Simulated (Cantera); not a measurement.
Input: 1 mol SiH2Cl2, 0.7 mol O2, 25 mol H2, held at 0.510 bar.

These are equilibrium values from Cantera (NASA tables, ideal gas, pure condensed phases), not measurements of a reactor. Candidate condensed phases: H2O, Si, SiO2; 30 gas species. Mutual solubility and eutectic melting of coexisting phases are not modelled. The tables hold silica as quartz up to 1696 K and as liquid above; real silica turns to tridymite and cristobalite and melts near 1996 K. Equilibrium is a limit: real reactors are often held back by kinetics, nucleation or transport.

Q: What share of the Si ends up in condensed phases as a function of T (K), at 1423, 1473, 1523, 1573, 1623, 1673, 1723, 1773?

A: 
```csv
T (K),Si condensed (%),as
1423,70.2,Si(s) + SiO2(β-quartz)
1473,69.5,Si(s) + SiO2(β-quartz)
1523,68.0,SiO2(β-quartz)
1573,65.6,SiO2(β-quartz)
1623,61.6,SiO2(β-quartz)
1673,55.8,SiO2(β-quartz)
1723,49.5,SiO2(condensed)
1773,44.3,SiO2(condensed)
```
